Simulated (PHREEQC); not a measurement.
A made-up water analysis in mg/kgw, 25 °C, pH 6.02, pe 10.5:

```tsv
constituent	mg/kgw
Na	1.33
K	1.64
Ca	0.384
Mg	0.286
Cl	1.59
S(6) as SO4	0.985
Alkalinity as HCO3	4.62
Cu(2)	0.0245
```

Valence states are taken as typed.

The numbers come from PHREEQC with the ion-association model, wateq4f.dat.

Each row changes one thing in this solution. No solid was allowed to form.

```tsv
case	CO2 (mol/kgw)	HCO3- (mol/kgw)	Cu+2 (mol/kgw)	MgSO4 (mol/kgw)	CaSO4 (mol/kgw)	CuHCO3+ (mol/kgw)	SI of Tenorite (CuO)	SI of Cu(OH)2 (Cu(OH)2)
as made	0.000162	7.66e-5	3.54e-7	2.49e-8	1.72e-8	1.28e-8	-2.06	-3.08
Ca from 0.384 to 0.192 mg/kgw	0.000162	7.66e-5	3.54e-7	2.49e-8	8.65e-9	1.28e-8	-2.06	-3.08
pH from 6.02 to 6.32 at the same alkalinity	8.06e-5	7.60e-5	3.27e-7	2.49e-8	1.72e-8	1.17e-8	-1.49	-2.51
all concentrations times 2 at the same typed pH	0.000320	0.000152	6.76e-7	9.40e-8	6.52e-8	4.74e-8	-1.79	-2.81
temperature from 25 to 80 °C at the same typed pH	0.000156	7.63e-5	3.49e-7	8.00e-8	2.60e-8	1.25e-8	-0.33	-1.35
Mg from 0.286 to 0.858 mg/kgw	0.000162	7.66e-5	3.55e-7	7.31e-8	1.69e-8	1.27e-8	-2.06	-3.08
```

Complexes and solids missing from the database can't appear. At this temperature some constants are extrapolated from 25 °C, and those without enthalpy data are left unchanged.
